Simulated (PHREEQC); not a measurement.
H3PO4 is added in steps, without added water, to 1 kg of water holding 2.3 mmol/kgw ZnCl2, 0.031 mmol/kgw Na2SO4 and 4.6 mmol/kgw FeSO4, at 20 °C. No oxygen is let in. No CO2 enters from the air. The run lets Vivianite, Zn(OH)2-e, Zn4(OH)6SO4, Zn5(OH)8Cl2, Zn3(PO4)2:4w, Halite, Mirabilite, Melanterite, Goslarite precipitate or redissolve, and no other solid.

Base run: PHREEQC, ion-association model, wateq4f.dat. Each further column changes one thing. The table gives HSO4- (mol/kgw).

| H3PO4 added (mol) | base | all activity coefficients set to 1 | Debye-Hückel limiting law | metal-ligand complexes left out | Davies equation for every ion |
|---|---|---|---|---|---|
| 0 | 2.21e-7 | 2.79e-7 | 1.99e-7 | 2.98e-7 | 2.16e-7 |
| 0.00053 | 7.69e-5 | 9.15e-5 | 7.07e-5 | 9.31e-5 | 7.54e-5 |
| 0.00106 | 0.000149 | 0.000178 | 0.000137 | 0.000176 | 0.000146 |
| 0.00159 | 0.000217 | 0.000261 | 0.000200 | 0.000251 | 0.000213 |
| 0.00212 | 0.000282 | 0.000339 | 0.000259 | 0.000320 | 0.000276 |
| 0.00265 | 0.000342 | 0.000412 | 0.000315 | 0.000383 | 0.000336 |
| 0.00318 | 0.000399 | 0.000482 | 0.000367 | 0.000441 | 0.000392 |
| 0.00371 | 0.000453 | 0.000547 | 0.000417 | 0.000496 | 0.000445 |
| 0.00424 | 0.000504 | 0.000609 | 0.000463 | 0.000547 | 0.000495 |
| 0.00477 | 0.000552 | 0.000668 | 0.000508 | 0.000594 | 0.000542 |
| 0.0053 | 0.000598 | 0.000723 | 0.000550 | 0.000640 | 0.000587 |

H3PO4, which wateq4f.dat lacks, is added to it with the constant of phreeqc.dat. The database has no phosphate complexes of Zn.
